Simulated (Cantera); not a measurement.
Charge: 1 mol Cr, 34 mol N2, 0.23 mol N2O, equilibrated at 2500 K and 10.0 mbar.

These are equilibrium values from Cantera (NASA tables, ideal gas, pure condensed phases), not measurements of a reactor. Candidate condensed phases: Cr, CrN, Cr2N, Cr2O3; 14 gas species. Kinetics and transport are ignored.

Base state: N2 0.970, Cr 0.0241, CrO 0.00403, O 0.00138, NO 0.000528, CrO2 0.000204, O2 9.00e-5 (mole fractions); condensed: gas only.

What changes in the equilibrium state with this change: temperature from 2500 K to 2425 K?


```json
[
 {"species": "N2", "before": "0.970", "after": "0.970"},
 {"species": "Cr", "before": "0.0241", "after": "0.0235"},
 {"species": "CrO", "before": "0.00403", "after": "0.00461"},
 {"species": "O", "before": "0.00138", "after": "0.000801"},
 {"species": "CrO2", "before": "0.000204", "after": "0.000293"},
 {"species": "O2", "before": "9.00e-5", "after": "6.54e-5"},
 {"species": "NO", "before": "0.000528", "after": "0.000393"}
]
```
